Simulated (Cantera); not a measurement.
What does this Cantera script print?

```python
import numpy as np
import cantera as ct

gas_names = [...]  # 139 gases of nasa_gas.yaml made of C, H, N, O, Pb
cond_names = """
    C(gr) C6H6(L) C7H8(L) C8H18(L),n-octa H2O(s) H2O(L) Pb(cr) Pb(L) PbO(rd) PbO(yw) PbO(L) PbO2(s)
    Pb3O4(s)
""".split()


# ... load() reads the species with a 1 bar reference pressure and builds the phases ...
atoms = {
    'PbO': {'Pb': 1, 'O': 1},
    'H2': {'H': 2},
    'N2': {'N': 2},
    'CO': {'C': 1, 'O': 1},
}
top_T = {'C(gr)': 4500, 'Pb3O4(s)': 820}  # K; cautious upper limits of use, not melting points


# ... equilibrate(T, P, feed) seeds the gas with the atoms and calls Mixture.equilibrate('TP', solver="vcs", rtol=1e-11, max_steps=5000) ...
results = []
feed = {'PbO': 1, 'H2': 0.58, 'N2': 56, 'CO': 4.4}  # mol
P = 10000  # Pa
for T in [1150, 1175, 1200, 1225, 1250, 1275, 1300, 1325, 1350, 1375, 1400, 1425, 1450, 1475]:
    mix = equilibrate(T, P, feed)
    results.append((T, P, feed, dict(zip(mix.species_names, mix.species_moles))))
    x = sorted(zip(gas.X, gas.species_names), reverse=True)
    print(f"T = {T:g} K  P = {P:g} Pa  gas = {mix.phase_moles(0):.4g} mol")
    print("   x: " + "  ".join(f"{s} {v:.3e}" for v, s in x if v > 1e-06))
    print("   condensed (mol): " + ("  ".join(f"{mix.phase(i).name} {mix.phase_moles(i):.4g}"
          for i in range(1, mix.n_phases) if mix.phase_moles(i) > 1e-12) or "none"))
```

Result:

```
T = 1150 K  P = 10000 Pa  gas = 61.16 mol
   x: N2 9.157e-01  CO 5.774e-02  CO2 1.421e-02  H2 7.338e-03  Pb 2.897e-03  H2O 2.146e-03
   condensed (mol): Pb(L) 0.8228
T = 1175 K  P = 10000 Pa  gas = 61.25 mol
   x: N2 9.143e-01  CO 5.776e-02  CO2 1.408e-02  H2 7.219e-03  Pb 4.354e-03  H2O 2.251e-03
   condensed (mol): Pb(L) 0.7333
T = 1200 K  P = 10000 Pa  gas = 61.37 mol
   x: N2 9.124e-01  CO 5.775e-02  CO2 1.394e-02  H2 7.098e-03  Pb 6.431e-03  H2O 2.353e-03
   condensed (mol): Pb(L) 0.6052
T = 1225 K  P = 10000 Pa  gas = 61.56 mol
   x: N2 9.098e-01  CO 5.768e-02  CO2 1.380e-02  Pb 9.345e-03  H2 6.974e-03  H2O 2.449e-03
   condensed (mol): Pb(L) 0.4247
T = 1250 K  P = 10000 Pa  gas = 61.81 mol
   x: N2 9.061e-01  CO 5.755e-02  CO2 1.364e-02  Pb 1.337e-02  H2 6.845e-03  H2O 2.539e-03
   condensed (mol): Pb(L) 0.1734
T = 1275 K  P = 10000 Pa  gas = 61.98 mol
   x: N2 9.035e-01  CO 5.749e-02  Pb 1.613e-02  CO2 1.350e-02  H2 6.729e-03  H2O 2.629e-03  Pb2 1.054e-06
   condensed (mol): none
T = 1300 K  P = 10000 Pa  gas = 61.98 mol
   x: N2 9.035e-01  CO 5.758e-02  Pb 1.613e-02  CO2 1.341e-02  H2 6.634e-03  H2O 2.723e-03
   condensed (mol): none
T = 1325 K  P = 10000 Pa  gas = 61.98 mol
   x: N2 9.035e-01  CO 5.767e-02  Pb 1.613e-02  CO2 1.332e-02  H2 6.542e-03  H2O 2.815e-03
   condensed (mol): none
T = 1350 K  P = 10000 Pa  gas = 61.98 mol
   x: N2 9.035e-01  CO 5.776e-02  Pb 1.613e-02  CO2 1.323e-02  H2 6.453e-03  H2O 2.904e-03
   condensed (mol): none
T = 1375 K  P = 10000 Pa  gas = 61.98 mol
   x: N2 9.035e-01  CO 5.785e-02  Pb 1.613e-02  CO2 1.314e-02  H2 6.367e-03  H2O 2.991e-03  PbO 1.177e-06
   condensed (mol): none
T = 1400 K  P = 10000 Pa  gas = 61.98 mol
   x: N2 9.035e-01  CO 5.793e-02  Pb 1.613e-02  CO2 1.306e-02  H2 6.283e-03  H2O 3.074e-03  PbO 1.487e-06  H 1.219e-06
   condensed (mol): none
T = 1425 K  P = 10000 Pa  gas = 61.98 mol
   x: N2 9.035e-01  CO 5.801e-02  Pb 1.613e-02  CO2 1.298e-02  H2 6.202e-03  H2O 3.155e-03  PbO 1.863e-06  H 1.699e-06
   condensed (mol): none
T = 1450 K  P = 10000 Pa  gas = 61.98 mol
   x: N2 9.035e-01  CO 5.809e-02  Pb 1.613e-02  CO2 1.290e-02  H2 6.123e-03  H2O 3.234e-03  H 2.340e-06  PbO 2.315e-06
   condensed (mol): none
T = 1475 K  P = 10000 Pa  gas = 61.98 mol
   x: N2 9.035e-01  CO 5.817e-02  Pb 1.613e-02  CO2 1.282e-02  H2 6.047e-03  H2O 3.310e-03  H 3.189e-06  PbO 2.854e-06
   condensed (mol): none
```

Method: chemical equilibrium by Gibbs-energy minimisation in Cantera with the NASA 1993 tables (ideal gas, pure condensed phases).
